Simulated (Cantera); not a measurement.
What does this Cantera script print?

```python
import numpy as np
import cantera as ct

gas_names = """
    H H2 N NH NH2 NH3 N2 N2H2 N2H4 Pb Pb2
""".split()
cond_names = """
    Pb(cr) Pb(L)
""".split()


# ... load() reads the species with a 1 bar reference pressure and builds the phases ...
atoms = {
    'Pb': {'Pb': 1},
    'H2': {'H': 2},
    'N2': {'N': 2},
}
top_T = {}  # K; cautious upper limits of use, not melting points


# ... equilibrate(T, P, feed) seeds the gas with the atoms and calls Mixture.equilibrate('TP', solver="vcs", rtol=1e-11, max_steps=5000) ...
results = []
feed = {'Pb': 1, 'H2': 7.7, 'N2': 6.5}  # mol
P = 1333.22  # Pa
for T in [673, 748, 823, 898, 973, 1048, 1123, 1198, 1273, 1348, 1423, 1498]:
    mix = equilibrate(T, P, feed)
    results.append((T, P, feed, dict(zip(mix.species_names, mix.species_moles))))

top = {s: max(r[3][s] / sum(r[3][g] for g in gas_names) for r in results) for s in gas_names}
cols = sorted((s for s in top if top[s] > 1e-06), key=lambda s: -top[s])[:9]
seen = [c for c in cond_names if any(r[3].get(c, 0) > 1e-12 for r in results)]
print("log10 of partial pressures in bar; condensed amounts in mol")
print(f"{'T/K':>10s}" + "".join(f"{s[:9]:>10s}" for s in cols + seen))
for T, P, feed, n in results:
    ng = sum(n[g] for g in gas_names)
    print(f"{T:10.4g}" + "".join(f"{np.log10(max(n[s] / ng * P / 1e5, 1e-99)):10.3f}" for s in cols)
          + "".join(f"{n.get(c, 0):10.4g}" for c in seen))
```

It prints:

```
log10 of partial pressures in bar; condensed amounts in mol
       T/K        H2        N2        Pb         H       NH3       Pb2     Pb(L)
       673    -2.141    -2.214    -9.514   -15.328    -6.190   -18.225         1
       748    -2.141    -2.214    -8.058   -13.611    -6.600   -15.775         1
       823    -2.141    -2.214    -6.872   -12.205    -6.941   -13.782    0.9999
       898    -2.141    -2.215    -5.888   -11.031    -7.228   -12.130    0.9986
       973    -2.141    -2.215    -5.058   -10.037    -7.474   -10.740    0.9907
      1048    -2.142    -2.216    -4.350    -9.183    -7.689    -9.555    0.9522
      1123    -2.147    -2.220    -3.738    -8.444    -7.883    -8.533    0.8027
      1198    -2.162    -2.235    -3.205    -7.802    -8.075    -7.643     0.303
      1273    -2.170    -2.244    -3.057    -7.232    -8.236    -7.502         0
      1348    -2.170    -2.244    -3.057    -6.721    -8.365    -7.641         0
      1423    -2.170    -2.244    -3.057    -6.263    -8.480    -7.766         0
      1498    -2.171    -2.244    -3.057    -5.850    -8.583    -7.879         0
```

Method: chemical equilibrium by Gibbs-energy minimisation in Cantera with the NASA 1993 tables (ideal gas, pure condensed phases).
